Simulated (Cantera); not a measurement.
A diamond (100) surface in a fixed gas of H2 with x(CH4) = 0.016, x(H) = 0.0012, at 1248 K, 0.0580 bar; coverages are run to steady state.

Computed with Cantera and the Harris–Goodwin 1993 mechanism for the reconstructed diamond (100) surface.

θ: site fractions in the mechanism's names (c6HH fully hydrogenated, c6H* and c6*H radical sites, c6** diradical, c6HM methylated).

```tsv
x(CH3)	growth (µm/h)	θ c6HH	θ c6H*	θ c6*H	θ c6**	θ c6HM
1e-06	…	0.437	0.0422	0.493	0.0276	6.86e-6
2.1e-06	…	0.437	0.0422	0.493	0.0276	1.44e-5
4.6e-06	…	0.437	0.0422	0.493	0.0276	3.15e-5
9.8e-06	…	0.437	0.0422	0.493	0.0276	6.72e-5
2.1e-05	…	0.437	0.0422	0.493	0.0275	0.000144
4.5e-05	…	0.437	0.0421	0.493	0.0274	0.000308
9.6e-05	…	0.437	0.0421	0.492	0.0272	0.000654
0.00021	…	0.436	0.0420	0.491	0.0267	0.00142
0.00044	…	0.435	0.0418	0.489	0.0257	0.00293
```

Question: Complete the blanks.

Answer: 
- 1e-06, growth (µm/h): 0.00685
- 2.1e-06, growth (µm/h): 0.0144
- 4.6e-06, growth (µm/h): 0.0315
- 9.8e-06, growth (µm/h): 0.0670
- 2.1e-05, growth (µm/h): 0.143
- 4.5e-05, growth (µm/h): 0.306
- 9.6e-05, growth (µm/h): 0.649
- 0.00021, growth (µm/h): 1.40
- 0.00044, growth (µm/h): 2.85
